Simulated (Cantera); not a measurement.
Feed: 1 mol AlN, 0.026 mol HCl, a varied amount of O₂, at 1000 °C and 0.100 bar.

These are equilibrium values from Cantera (NASA tables, ideal gas, pure condensed phases), not measurements of a reactor. Candidate condensed phases: Al, AlCl₃, AlN, Al₂O₃, H₂O, NH₄Cl; 45 gas species. Mutual solubility and eutectic melting of coexisting phases are not modelled. The tables' values for AlCl₂ are old estimates; treat these amounts as uncertain. Rates play no part.

x: gas mole fraction; n: condensed amount in mol.

| n(O₂) (mol) | x N₂ | x H₂ | x AlCl₃ | x HCl | x AlCl₂ | x AlCl | x Al₂Cl₆ | n AlN(s) | n Al₂O₃(s) |
|---|---|---|---|---|---|---|---|---|---|
| 0.04 | 0.574 | 0.204 | 0.136 | 0.0854 | 0.000267 | ? | 9.95e-6 | 0.939 | 0.0267 |
| 0.06 | 0.660 | 0.161 | 0.107 | 0.0718 | 0.000223 | ? | 6.19e-6 | 0.913 | 0.0400 |
| 0.09 | 0.738 | 0.122 | 0.0813 | 0.0581 | 0.000182 | ? | 3.56e-6 | 0.873 | 0.0600 |
| 0.14 | 0.811 | 0.0867 | 0.0577 | 0.0444 | 0.000143 | ? | 1.80e-6 | 0.806 | 0.0933 |
| 0.2 | 0.858 | 0.0642 | 0.0427 | 0.0348 | 0.000116 | ? | 9.82e-7 | 0.727 | 0.133 |
| 0.3 | 0.900 | 0.0446 | 0.0296 | 0.0259 | 8.99e-5 | ? | 4.74e-7 | 0.593 | 0.200 |
| 0.46 | 0.932 | 0.0298 | 0.0198 | 0.0186 | 6.83e-5 | ? | 2.11e-7 | 0.380 | 0.307 |
| 0.69 | 0.953 | 0.0200 | 0.0133 | 0.0134 | 5.22e-5 | ? | 9.56e-8 | 0.0735 | 0.460 |

**Question.** Some entries are withheld; supply them.

**Answer.** 
- 0.04, x AlCl: 1.12e-5
- 0.06, x AlCl: 9.91e-6
- 0.09, x AlCl: 8.71e-6
- 0.14, x AlCl: 7.53e-6
- 0.2, x AlCl: 6.68e-6
- 0.3, x AlCl: 5.82e-6
- 0.46, x AlCl: 5.03e-6
- 0.69, x AlCl: 4.38e-6
